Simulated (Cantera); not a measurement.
Pb + H2S + N2 (metals in furnace atmospheres)

Input: 1 mol Pb, 0.11 mol H2S, 1.7 mol N2, at 0.100 bar.

Equilibrium computed with Cantera from the NASA thermochemical tables; the gas is ideal and each condensed phase is pure. Candidate condensed phases: Pb, PbS, S; 18 gas species. Mutual solubility and eutectic melting of coexisting phases are not modelled. Gases not in the tables: S3 to S7. Kinetics and transport are ignored.

From 727 °C to 827 °C the condensed part is Pb(l) + PbS(s). From 927 °C to 1227 °C the condensed part is Pb(l). From 1327 °C to 1627 °C nothing is condensed. The main Pb-bearing gas is PbS at 727 °C and Pb at 1627 °C.

```
T (°C)   x N2      x Pb    x H2     x PbS     x H2S       x H      x S2      x SH  n Pb(l)  n PbS(s)
------  -----  --------  ------  --------  --------  --------  --------  --------  -------  --------
727     0.938  0.000162  0.0597  0.000878   0.00103   1.75e-9   1.63e-7   8.08e-8    0.892     0.107
827     0.929   0.00121  0.0579   0.00951   0.00223   1.97e-8   5.74e-6   1.07e-6    0.892    0.0885
927     0.883   0.00643  0.0540    0.0538   0.00315   1.45e-7   6.85e-5   7.02e-6    0.884         0
1027    0.863    0.0262  0.0548    0.0547   0.00108   8.19e-7   3.13e-5   8.48e-6    0.841         0
1127    0.809    0.0871  0.0519    0.0519  0.000377   3.51e-6   1.41e-5   9.08e-6    0.708         0
1227    0.668     0.246  0.0431    0.0431  0.000115   1.16e-5   5.43e-6   7.84e-6    0.265         0
1327    0.605     0.317  0.0390    0.0390   8.95e-5   3.40e-5   9.88e-6   1.46e-5        0         0
1427    0.605     0.317  0.0390    0.0389  0.000106   9.20e-5   3.12e-5   3.60e-5        0         0
1527    0.605     0.317  0.0389    0.0387  0.000124  0.000223   8.64e-5   8.00e-5        0         0
1627    0.605     0.317  0.0387    0.0383  0.000140  0.000493  0.000213  0.000162        0         0
```
x: gas mole fraction; n: condensed amount in mol.
